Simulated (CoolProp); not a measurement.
R1234ze(Z) at several states: density (kg/m³) from the reference equation and from simpler models built on Tc = 423.3 K, pc = 35.31 bar, ω = 0.327; each cubic takes its own stable root.

The numbers come from the reference Helmholtz-energy equation of state, Akasaka 2019 in CoolProp.

| T (K) | p (bar) | phase | reference | van der Waals | Soave-Redlich-Kwong |
|---|---|---|---|---|---|
| 332.5 | 123 | liquid | 1181 | 683.6 | 974.1 |
| 380.2 | 0.318 | gas | 1.153 | 1.151 | 1.152 |
| 286 | 60.9 | liquid | 1274 | 699.0 | 1040 |
